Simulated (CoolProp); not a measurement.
A simple Rankine cycle with o-xylene: condensing at 327.15 K, boiler at 1.18 MPa, turbine inlet 581.9 K, turbine efficiency 0.6, pump efficiency 0.7, no recuperator. Each further row changes one setting.

Values from CoolProp's reference Helmholtz-energy equation of state, Zhou 2012.

```json
[
 {"case": "as stated", "thermal efficiency (%)": "15.9", "net work (kJ/kg)": "130", "heat in (kJ/kg)": "821", "turbine exit temperature (K)": "505.0", "volume ratio over the turbine": "300"},
 {"case": "turbine inlet 601.9 K", "thermal efficiency (%)": "15.7", "net work (kJ/kg)": "136", "heat in (kJ/kg)": "869", "turbine exit temperature (K)": "525.8", "volume ratio over the turbine": "294"},
 {"case": "condensing temperature 319.15 K", "thermal efficiency (%)": "16.6", "net work (kJ/kg)": "139", "heat in (kJ/kg)": "836", "turbine exit temperature (K)": "500.7", "volume ratio over the turbine": "439"},
 {"case": "boiler pressure 0.826 MPa", "thermal efficiency (%)": "15.1", "net work (kJ/kg)": "125", "heat in (kJ/kg)": "831", "turbine exit temperature (K)": "512.6", "volume ratio over the turbine": "199"},
 {"case": "turbine efficiency 0.5", "thermal efficiency (%)": "13.2", "net work (kJ/kg)": "108", "heat in (kJ/kg)": "821", "turbine exit temperature (K)": "516.1", "volume ratio over the turbine": "307"}
]
```
